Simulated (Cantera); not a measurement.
Input: 1 mol Si₃N₄, 0.018 mol O₂, 30 mol N₂, at 1700 K and 13.3 mbar.

Method: chemical equilibrium by Gibbs-energy minimisation in Cantera with the NASA 1993 tables (ideal gas, pure condensed phases). Candidate condensed phases: Si, SiO₂, Si₂N₂O, Si₃N₄; 16 gas species. The numbers say what is thermodynamically allowed, not how fast it happens.

Base state: N₂ 0.999, SiO 0.00120, Si 1.22e-5 (mole fractions); condensed: Si₃N₄(s).

**Question.** What changes in the equilibrium state with this change: O₂ from 0.018 to 0.0056 mol?

**Answer.** 
```csv
species,before,after
N₂,0.999,1.000
SiO,0.00120,0.000373
Si,1.22e-5,1.22e-5
"Si₃N₄(s), mol",0.988,0.996
```
